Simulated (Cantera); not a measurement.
A Cantera script and what it prints.

```python
import numpy as np
import cantera as ct

gas_names = [...]  # 113 gases of nasa_gas.yaml made of C, H, O, Pb
cond_names = """
    C(gr) C6H6(L) C7H8(L) C8H18(L),n-octa H2O(s) H2O(L) Pb(cr) Pb(L) PbO(rd) PbO(yw) PbO(L) PbO2(s)
    Pb3O4(s)
""".split()


# ... load() reads the species with a 1 bar reference pressure and builds the phases ...
atoms = {
    'Pb': {'Pb': 1},
    'CO': {'C': 1, 'O': 1},
    'H2': {'H': 2},
}
top_T = {'C(gr)': 4500, 'Pb3O4(s)': 820}  # K; cautious upper limits of use, not melting points


# ... equilibrate(T, P, feed) seeds the gas with the atoms and calls Mixture.equilibrate('TP', solver="vcs", rtol=1e-11, max_steps=5000) ...
results = []
feed = {'Pb': 1, 'CO': 4.4, 'H2': 2.2}  # mol
P = 10000  # Pa
for T in [723, 823, 923, 1023, 1123, 1223, 1323, 1423, 1523, 1623]:
    mix = equilibrate(T, P, feed)
    results.append((T, P, feed, dict(zip(mix.species_names, mix.species_moles))))

top = {s: max(r[3][s] / sum(r[3][g] for g in gas_names) for r in results) for s in gas_names}
cols = sorted((s for s in top if top[s] > 0.0001), key=lambda s: -top[s])[:9]
seen = [c for c in cond_names if any(r[3].get(c, 0) > 1e-12 for r in results)]
print("log10 of partial pressures in bar; condensed amounts in mol")
print(f"{'T/K':>10s}" + "".join(f"{s[:9]:>10s}" for s in cols + seen))
for T, P, feed, n in results:
    ng = sum(n[g] for g in gas_names)
    print(f"{T:10.4g}" + "".join(f"{np.log10(max(n[s] / ng * P / 1e5, 1e-99)):10.3f}" for s in cols)
          + "".join(f"{n.get(c, 0):10.4g}" for c in seen))
```

It prints:

```
log10 of partial pressures in bar; condensed amounts in mol
       T/K        CO       CO2        H2       H2O        Pb       CH4         H     C(gr)     Pb(L)
       723    -2.289    -1.384    -1.610    -1.589    -8.509    -2.493   -13.879     2.475         1
       823    -1.607    -1.534    -1.470    -1.955    -6.872    -2.970   -11.870     1.832         1
       923    -1.270    -2.040    -1.468    -2.549    -5.596    -3.569   -10.346    0.6865    0.9999
      1023    -1.190    -2.827    -1.478    -3.231    -4.574    -4.080    -9.122    0.1289    0.9983
      1123    -1.179    -3.578    -1.479    -3.839    -3.738    -4.490    -8.110   0.02482     0.988
      1223    -1.181    -4.223    -1.482    -4.359    -3.042    -4.838    -7.263  0.005928    0.9396
      1323    -1.192    -4.787    -1.493    -4.820    -2.454    -5.153    -6.546  0.001669    0.7595
      1423    -1.228    -5.321    -1.529    -5.267    -1.951    -5.477    -5.942  0.000493    0.1667
      1523    -1.237    -5.740    -1.538    -5.612    -1.881    -5.715    -5.405 0.0001249         0
      1623    -1.237    -6.012    -1.539    -5.821    -1.881    -5.981    -4.930         0         0
```

Cantera equilibrium calculation (NASA polynomials, part measured and part estimated; ideal gas, pure solids and liquids).
